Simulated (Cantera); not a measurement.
A perfectly stirred reactor is fed with NO : N2 = 1 : 0.69 (molar parts), at 10.00 Torr; it is held at 1823 K, and followed from long to short residence time.

Model: GRI-Mech 3.0 (53 species, 325 reactions), integrated in Cantera. Radical loss at walls, strong at low pressure, is not modelled.

Question: Predict: x(NO) at τ = 7.80 s; x(O) at τ = 7.80 s; x(NO2) at τ = 7.80 s; x(N2O) at τ = 7.80 s; x(N2) at τ = 7.80 s; x(NO) at τ = 0.110 s; x(O) at τ = 0.110 s; x(NO2) at τ = 0.110 s; x(N2O) at τ = 0.110 s; x(N2) at τ = 0.110 s.

Answer: 
```json
{
  "x(NO) at τ = 7.80 s": "0.559",
  "x(O) at τ = 7.80 s": "0.000238",
  "x(NO2) at τ = 7.80 s": "4.08e-5",
  "x(N2O) at τ = 7.80 s": "0.000101",
  "x(N2) at τ = 7.80 s": "0.425",
  "x(NO) at τ = 0.110 s": "0.591",
  "x(O) at τ = 0.110 s": "9.53e-5",
  "x(NO2) at τ = 0.110 s": "1.33e-5",
  "x(N2O) at τ = 0.110 s": "6.90e-5",
  "x(N2) at τ = 0.110 s": "0.408"
}
```
